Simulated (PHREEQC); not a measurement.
A solution holds 0.001 mol HCl, 7.2e-05 mol AlCl3 and 0.00022 mol CuCl2 per kg of water, at 20 °C. Closed to the air; pH follows from the charge balance.

Model: ion-association model, phreeqc.dat, run in PHREEQC.

Each row changes one thing in this solution. No solid was allowed to form.

| case | pH | CuCl+ (mol/kgw) | AlOH+2 (mol/kgw) | CuOH+ (mol/kgw) | Al(OH)2+ (mol/kgw) | SI of Gibbsite (Al(OH)3) |
|---|---|---|---|---|---|---|
| as made | 3.02 | 6.27e-7 | 4.28e-7 | 1.99e-9 | 1.93e-9 | -3.66 |
| diluted 5-fold with water | 3.71 | 2.79e-8 | 4.55e-7 | 2.09e-9 | 1.08e-8 | -2.22 |
| temperature from 20 to 40 °C | 3.02 | 1.60e-6 | 1.50e-6 | 1.97e-9 | 3.49e-8 | -2.59 |
| 8.9e-05 mol/kgw KCl added | 3.02 | 6.58e-7 | 4.27e-7 | 1.98e-9 | 1.92e-9 | -3.67 |
| HCl from 0.001 to 0.005 mol/kgw | 2.33 | 1.89e-6 | 7.84e-8 | 3.72e-10 | 6.64e-11 | -5.83 |

Constants without temperature data keep their 25 °C values here.
